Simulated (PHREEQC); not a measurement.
Make-up at 25 °C: 0.026 mol MnSO4, 0.068 mol MgSO4, 6.4e-06 mol NaF and 8.2e-05 mol Na2SO4 per kg of water. Closed to the air; pH follows from the charge balance.

The numbers come from PHREEQC with the ion-association model, phreeqc.dat.

This is a speciation only: nothing precipitates in the calculation.

Q: Predict the pH, density.

A: pH 6.56; density 1.009 g/cm³.

Q: In which forms is Mn present?

A: Mn+2 56 %, MnSO4 44 % of the Mn.
